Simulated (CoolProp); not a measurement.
Vapour-liquid equilibrium of n-heptane (1) + ethylbenzene (2) at 48.85 °C; x and y are mole fractions of (1).

Computed with CoolProp (multi-fluid Helmholtz-energy mixture model, Span 2003 and Zhou 2012; pair parameters Bell 2016).

```tsv
x	bubble pressure (bar)	y at the bubble point	dew pressure at overall composition x (bar)	liquid density (mol/L)
0.05	0.05519	0.233	0.04639	7.847
0.2	0.08244	0.559	0.05336	7.618
0.35	0.1045	0.707	0.06271	7.400
0.5	0.1234	0.799	0.07576	(withheld)
0.65	0.1408	0.868	0.09488	6.997
0.8	(withheld)	0.926	0.1237	(withheld)
0.95	0.1743	0.982	0.1645	6.634
```

Question: Some entries are withheld; supply them.

Answer: 
- 0.5, liquid density (mol/L): 7.193
- 0.8, bubble pressure (bar): 0.1575
- 0.8, liquid density (mol/L): 6.811

No azeotrope shows between x = 0.05 and 0.95.

The pair parameters rest on a limited set of measurements; away from them the model extrapolates.
